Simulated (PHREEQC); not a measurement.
NaOH is added in steps, without added water, to 1 kg of water holding 0.24 mol/kgw HF and 0.0051 mol/kgw NaF, at 25 °C. Oxygen is held at 0.21 atm. No CO2 enters from the air. No solid was allowed to form.

Base run: PHREEQC, ion-association model, phreeqc.dat. Each further column changes one thing. The table gives HF2- (mol/kgw).

| NaOH added (mol) | base | Davies equation for every ion | Debye-Hückel limiting law | database wateq4f.dat | all activity coefficients set to 1 |
|---|---|---|---|---|---|
| 0 | 0.00956 | 0.00966 | 0.00983 | 0.00533 | 0.00866 |
| 0.01688 | 0.0138 | 0.0139 | ___ | 0.00908 | 0.0130 |
| 0.04219 | 0.0207 | 0.0209 | 0.0209 | 0.0151 | 0.0201 |
| 0.05906 | 0.0246 | 0.0249 | 0.0249 | 0.0187 | 0.0242 |
| 0.08438 | 0.0289 | 0.0293 | 0.0291 | ___ | 0.0285 |
| 0.1013 | 0.0304 | 0.0309 | 0.0306 | 0.0248 | 0.0300 |
| 0.1266 | 0.0305 | 0.0311 | 0.0308 | 0.0259 | 0.0301 |
| 0.1434 | 0.0291 | 0.0297 | 0.0293 | 0.0255 | 0.0286 |
| 0.1688 | 0.0248 | 0.0254 | 0.0250 | ___ | 0.0243 |
| 0.1856 | 0.0205 | 0.0211 | 0.0207 | 0.0193 | 0.0201 |
| 0.2109 | 0.0122 | 0.0125 | 0.0123 | 0.0120 | 0.0119 |
| 0.2278 | 0.00542 | 0.00558 | 0.00549 | 0.00549 | 0.00530 |
| 0.2531 | 2.16e-10 | 2.29e-10 | 2.41e-10 | 2.29e-10 | 2.06e-10 |
| 0.27 | 9.34e-11 | 9.94e-11 | ___ | 9.94e-11 | 8.85e-11 |

Task: What belongs in the gaps?

Result: 
- 0.01688, Debye-Hückel limiting law: 0.0141
- 0.08438, database wateq4f.dat: 0.0229
- 0.1688, database wateq4f.dat: 0.0227
- 0.27, Debye-Hückel limiting law: 1.05e-10

 wateq4f.dat counts part of the HF as a dimer, H2F2, which phreeqc.dat doesn't know; its constant is uncertain. phreeqc.dat and wateq4f.dat share most of their constants, so their agreement is no independent check.
